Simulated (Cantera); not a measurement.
Cantera run:

```python
import numpy as np
import cantera as ct

gas_names = [...]  # 95 gases of nasa_gas.yaml made of C, F, H
cond_names = """
    C(gr) C6H6(L) C7H8(L) C8H18(L),n-octa
""".split()


# ... load() reads the species with a 1 bar reference pressure and builds the phases ...
atoms = {
    'CHF3': {'C': 1, 'H': 1, 'F': 3},
    'H2': {'H': 2},
}
top_T = {'C(gr)': 4500}  # K; cautious upper limits of use, not melting points


# ... equilibrate(T, P, feed) seeds the gas with the atoms and calls Mixture.equilibrate('TP', solver="vcs", rtol=1e-11, max_steps=5000) ...
results = []
feed = {'CHF3': 1, 'H2': 18}  # mol
T = 750  # K
P = 2100  # Pa
mix = equilibrate(T, P, feed)
results.append((T, P, feed, dict(zip(mix.species_names, mix.species_moles))))
print(gas.report(threshold=1e-06))
for i in range(1, mix.n_phases):
    print(f"{mix.phase(i).name:16s} {mix.phase_moles(i):12.5e} mol")
```

Output:

```
       temperature   750 K
          pressure   2100 Pa
           density   0.0018298 kg/m^3
  mean mol. weight   5.4336 kg/kmol
   phase of matter   gas

                          1 kg             1 kmol
                     ---------------   ---------------
          enthalpy       -5.9376e+06       -3.2263e+07  J
   internal energy       -7.0853e+06       -3.8498e+07  J
           entropy             37653        2.0459e+05  J/K
    Gibbs function       -3.4177e+07       -1.8571e+08  J
 heat capacity c_p              5674             30830  J/K
 heat capacity c_v            4143.8             22516  J/K

                      mass frac. Y      mole frac. X     chem. pot. / RT
                     ---------------   ---------------   ---------------
               CH4           0.12693          0.042989           -43.017
                HF           0.57604           0.15645           -71.449
                H2           0.29703           0.80056           -20.926
     [  +92 minor]        6.1961e-07        9.0254e-08

C(gr)             1.75661e-01 mol
```

Method: chemical equilibrium by Gibbs-energy minimisation in Cantera with the NASA 1993 tables (ideal gas, pure condensed phases).
